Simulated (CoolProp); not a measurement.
Vapour-liquid equilibrium of n-pentane (1) + toluene (2) at 0.556 MPa; x and y are mole fractions of (1).

Model: multi-fluid Helmholtz-energy mixture model, Thol 2019 and Lemmon 2006; pair parameters Bell 2016, in CoolProp.

```
x     bubble temperature, mixture model (°C)  bubble temperature, Raoult's law (°C)  y, mixture model  y, Raoult's law
----  --------------------------------------  -------------------------------------  ----------------  ---------------
0.05                                   173.0                                  174.1             0.208            0.214
0.15                                   155.5                                  158.2             0.484            0.495
0.25                                   142.4                                  145.7             0.646            0.663
0.35                                   132.5                                  135.5             0.747            0.771
0.45                                   124.6                                  127.0             0.815            0.844
0.55                                   118.2                                  119.8             0.865            0.894
0.65                                   112.7                                  113.6             0.904            0.931
0.75                                   107.8                                  108.2             0.936            0.957
0.85                                   103.4                                  103.4             0.963            0.978
0.95                                    99.2                                   99.1             0.988            0.993
```

The largest gap from Raoult's law is -3.3 K in bubble temperature, at x = 0.25. No azeotrope shows between x = 0.05 and 0.95.

Pair parameters are fitted to limited data, so mixtures are less certain than the pure fluids.
